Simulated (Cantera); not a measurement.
An adiabatic, constant-pressure homogeneous reactor starts with 33.5 % H2, 14.0 % O2, 52.6 % N2, at 1375 K and 1.00 bar.

Computed with Cantera and the H2/O2 subset of GRI-Mech 3.0, which has no nitrogen chemistry.

x: mole fraction; the columns are a selection and need not sum to one.

```
t (s)     T (K)    x H2     x O2    x H2O      x OH    x HO2       x O   x H2O2
--------  -----  ------  -------  -------  --------  -------  --------  -------
3.00e-6    1375   0.335    0.140  3.91e-7   4.09e-8  1.91e-7   5.72e-8  2.04e-9
7.00e-6    1375   0.335    0.140  1.10e-5   8.30e-7  9.36e-7   1.17e-6  1.47e-8
1.63e-5    1387   0.321    0.134  0.00989  0.000734  4.82e-5  0.000968  9.96e-7
3.82e-5    2156  0.0863   0.0189    0.212    0.0266  7.75e-6    0.0181  4.06e-7
8.91e-5     ___  0.0862      ___      ___       ___  4.30e-6       ___      ___
0.000208   2800  0.0821  0.00786    0.262    0.0268  4.04e-6   0.00611  2.78e-7
0.000486   2841  0.0811  0.00710    0.266    0.0259  4.01e-6   0.00540  3.02e-7
0.00113    2841  0.0811  0.00709    0.266    0.0259  4.01e-6   0.00539  3.02e-7
0.00265    2841  0.0811  0.00709    0.266    0.0259  4.01e-6   0.00539  3.02e-7
0.00618    2841  0.0811  0.00709    0.266    0.0259  4.01e-6   0.00539  3.02e-7
0.0144     2841  0.0811  0.00709    0.266    0.0259  4.01e-6   0.00539  3.02e-7
0.0337     2841  0.0811  0.00709    0.266    0.0259  4.01e-6   0.00539  3.02e-7
0.0786     2841  0.0811  0.00709    0.266    0.0259  4.01e-6   0.00539  3.02e-7
0.183      2841  0.0811  0.00709    0.266    0.0259  4.01e-6   0.00539  3.02e-7
0.428      2841  0.0811  0.00709    0.266    0.0259  4.01e-6   0.00539  3.02e-7
1.00       2841  0.0811  0.00709    0.266    0.0259  4.01e-6   0.00539  3.02e-7
```

Problem. What belongs in the gaps?

Solution. 
- 8.91e-5, T (K): 2569
- 8.91e-5, x O2: 0.0120
- 8.91e-5, x H2O: 0.241
- 8.91e-5, x OH: 0.0293
- 8.91e-5, x O: 0.0104
- 8.91e-5, x H2O2: 2.17e-7
